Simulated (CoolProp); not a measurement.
Computed with CoolProp (reference Helmholtz-energy equation of state, Thol 2017).

Task: For octamethyltrisiloxane (MDM), give the phase and the Z, cv (kJ/(kg K)), isothermal compressibility (1/MPa), fugacity coefficient at 444.5 K and 1.66 bar; 444.5 K and 3.87 bar; 444.5 K and 4.98 bar.

Result: 
- 444.5 K and 1.66 bar: liquid; Z 0.0163, cv 1.84, isothermal compressibility 0.00910, fugacity coefficient 0.884
- 444.5 K and 3.87 bar: liquid; Z 0.0380, cv 1.84, isothermal compressibility 0.00888, fugacity coefficient 0.387
- 444.5 K and 4.98 bar: liquid; Z 0.0488, cv 1.84, isothermal compressibility 0.00877, fugacity coefficient 0.304
